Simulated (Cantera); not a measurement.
A Cantera script and its output.

```python
import numpy as np
import cantera as ct

gas = ct.Solution("gri30.yaml")
gas.TPX = 1073, 170, {'H2': 0.017, 'O2': 1}
reactor = ct.IdealGasConstPressureReactor(gas, energy="off", clone=False)
net = ct.ReactorNet([reactor])
net.rtol, net.atol = 1e-08, 1e-18
show = ['H2', 'O2', 'H2O2', 'HO2', 'H']
times = np.geomspace(1e-05, 300, 12)

steps = ct.SolutionArray(gas, extra=["t"])
rows = []
print(f"{'t/s':>10s}{'T/K':>9s}{'P/Pa':>11s}" + "".join(f"{s:>11s}" for s in show))
for t in times:
    while net.time < t:
        t_next = net.step()
        steps.append(gas.state, t=t_next)
    rows.append([np.interp(t, steps.t, y) for y in (steps.T, steps.P, *steps(*show).X.T)])
    print(f"{t:10.3e}{rows[-1][0]:9.1f}{rows[-1][1]:11.4g}" + "".join(f"{x:11.3e}" for x in rows[-1][2:]))
rate = np.gradient(steps.T, steps.t)
print("integrator steps:", len(steps.t))
if steps.T.max() > steps.T[0] + 200:
    print(f"time of steepest temperature rise: {steps.t[rate.argmax()]:.4e} s")
gas.TPX = 1073, 170, {'H2': 0.017, 'O2': 1}
gas.equilibrate("TP")
print(f"equilibrium (TP): T = {gas.T:.1f} K  " + "  ".join(f"{s} {gas[s].X[0]:.3e}" for s in show))
```

Output:

```
       t/s      T/K       P/Pa         H2         O2       H2O2        HO2          H
 1.000e-05   1073.0        170  1.672e-02  9.833e-01  3.416e-19  1.306e-12  1.295e-12
 4.783e-05   1073.0        170  1.672e-02  9.833e-01  7.615e-18  6.247e-12  6.019e-12
 2.288e-04   1073.0        170  1.672e-02  9.833e-01  1.726e-16  2.988e-11  2.534e-11
 1.094e-03   1073.0        170  1.672e-02  9.833e-01  3.951e-15  1.430e-10  8.045e-11
 5.235e-03   1073.0        170  1.672e-02  9.833e-01  9.021e-14  6.847e-10  3.447e-10
 2.504e-02   1073.0        170  1.672e-02  9.833e-01  2.102e-12  3.541e-09  5.211e-08
 1.198e-01   1073.0        170  2.319e-04  9.691e-01  6.243e-09  3.563e-07  1.959e-03
 5.730e-01   1073.0        170  1.033e-04  9.705e-01  3.940e-09  2.990e-07  1.341e-03
 2.741e+00   1073.0        170  6.094e-05  9.759e-01  4.080e-09  2.465e-07  5.896e-04
 1.311e+01   1073.0        170  1.222e-05  9.817e-01  3.750e-09  1.199e-07  5.167e-05
 6.272e+01   1073.0        170  8.935e-07  9.830e-01  1.956e-09  2.521e-08  1.025e-06
 3.000e+02   1073.0        170  6.149e-08  9.831e-01  4.634e-10  3.168e-09  1.865e-08
integrator steps: 1590
equilibrium (TP): T = 1073.0 K  H2 2.761e-10  O2 9.831e-01  H2O2 4.642e-12  HO2 7.336e-10  H 5.683e-12
```

Cantera simulation using GRI-Mech 3.0 (53 species, 325 reactions); the numbers are that mechanism's predictions, not measurements. Radical loss at walls, strong at low pressure, is not modelled.
